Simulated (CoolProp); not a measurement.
Properties of trans-2-butene along the isotherm 171.05 °C.

The numbers come from the reference Helmholtz-energy equation of state, Lemmon 2005 in CoolProp. It is a short technical equation, of lower accuracy than the large ones.

```
p (MPa)          phase  density (kg/m³)  isothermal compressibility (1/MPa)
-------  -------------  ---------------  ----------------------------------
0.127              gas            1.948                               7.953
0.205              gas            3.165                               4.958
0.332              gas            5.178                               3.094
0.536              gas            8.502                               1.951
0.866              gas            14.14                               1.246
1.4                gas            24.07                              0.8171
2.26               gas            42.91                              0.5729
3.65               gas            88.06                              0.5092
5.9      supercritical            324.5                              0.1661
9.53     supercritical            403.5                             0.02794
15.4     supercritical            448.0                             0.01214
24.9     supercritical            486.5                            0.006437
40.2     supercritical            523.8                            0.003710
```
